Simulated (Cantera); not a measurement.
# NO annealing gas

An isothermal, constant-pressure homogeneous reactor starts with NO : N₂ = 1 : 2 (molar parts), at 2125 K and 1.78 atm.

Cantera simulation using GRI-Mech 3.0 (53 species, 325 reactions); the numbers are that mechanism's predictions, not measurements.

```
t (s)        x NO   x N₂       x O     x NO₂    x N₂O
--------  -------  -----  --------  --------  -------
0.000200    0.333  0.667   6.95e-5   6.98e-5  5.00e-5
0.000971    0.332  0.667  0.000113  0.000117  5.82e-5
0.00472     0.327  0.670  0.000129  0.000134  5.61e-5
0.0229      0.301  0.683  0.000189  0.000184  4.69e-5
0.111       0.196  0.735  0.000336  0.000217  1.95e-5
0.540      0.0359  0.815  0.000478   5.74e-5  1.28e-6
2.62      0.00961  0.828  0.000498   1.60e-5  7.34e-7
12.7      0.00956  0.828  0.000498   1.59e-5  7.33e-7
61.8      0.00956  0.828  0.000498   1.59e-5  7.33e-7
300       0.00956  0.828  0.000498   1.59e-5  7.33e-7
```
x: mole fraction; the columns are a selection and need not sum to one.

Equilibrium at this temperature and pressure: NO 0.00956, N₂ 0.828, O 0.000498, NO₂ 1.59e-5, N₂O 7.33e-7 (gas phase only).
